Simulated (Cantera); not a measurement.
Charge: 1 mol Si, 3.6 mol HCl, 9.2 mol H₂, equilibrated at 1575 K and 3.90 bar.

Equilibrium computed with Cantera from the NASA thermochemical tables; the gas is ideal and each condensed phase is pure. Candidate condensed phases: Si; 19 gas species. The tables' values for SiCl₃ are old estimates; treat these amounts as uncertain. The numbers say what is thermodynamically allowed, not how fast it happens.

Base state: H₂ 0.830, HCl 0.0957, SiCl₂ 0.0374, SiCl₃ 0.0122, SiHCl₃ 0.0121, SiCl₄ 0.0104, SiH₂Cl₂ 0.00231, SiH₃Cl 0.000131 (mole fractions); condensed: Si(s).

What changes in the equilibrium state with this change: temperature from 1575 K to 1473.15 K?


```
species      before    after
----------  -------  -------
H₂            0.830    0.848
HCl          0.0957   0.0777
SiCl₂        0.0374   0.0224
SiCl₄        0.0104   0.0187
SiHCl₃       0.0121   0.0192
SiCl₃        0.0122   0.0111
H           1.92e-5  5.91e-6
SiH₂Cl₂     0.00231  0.00309
Si(s), mol   0.0736   0.0879
```

What changes in the equilibrium state with this change: Si replaced by SiCl₄?


| species | before | after |
|---|---|---|
| H₂ | 0.830 | 0.628 |
| HCl | 0.0957 | 0.301 |
| SiCl₄ | 0.0104 | 0.0377 |
| SiCl₂ | 0.0374 | 0.0103 |
| SiHCl₃ | 0.0121 | 0.0105 |
| SiCl₃ | 0.0122 | 0.0122 |
| SiH₃Cl | 0.000131 | 6.59e-6 |
| SiH₂Cl₂ | 0.00231 | 0.000482 |
| Si(s), mol | 0.0736 | 0 |

What changes in the equilibrium state with this change: HCl from 3.6 to 4.2 mol?


```
species       before    after
----------  --------  -------
H₂             0.830    0.808
HCl           0.0957    0.115
SiCl₂         0.0374   0.0342
SiCl₄         0.0104   0.0142
SiCl₃         0.0122   0.0136
SiHCl₃        0.0121   0.0133
SiH₃Cl      0.000131  9.43e-5
SiH₂Cl₂      0.00231  0.00205
H            1.92e-5  1.89e-5
Si(s), mol    0.0736        0
```
